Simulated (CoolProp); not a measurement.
Values from CoolProp's reference Helmholtz-energy equation of state, Tillner-Roth 1997.

**Question.** For CH2F2 (R32), give the phase and the cp (kJ/(kg K)), Prandtl number at 254.5 K and 98.2 bar; 427.4 K and 2.24 bar; 395.9 K and 156 bar.

**Answer.** 
- 254.5 K and 98.2 bar: liquid; cp 1.61, Prandtl number 1.97
- 427.4 K and 2.24 bar: gas; cp 1.04, Prandtl number 0.759
- 395.9 K and 156 bar: supercritical; cp 2.58, Prandtl number 1.65

Viscosity comes from a separate model (Bell 2016), an estimate that may be off by 10 % or more. Thermal conductivity comes from a separate model (Huber 2003), an estimate that may be off by 10 % or more.
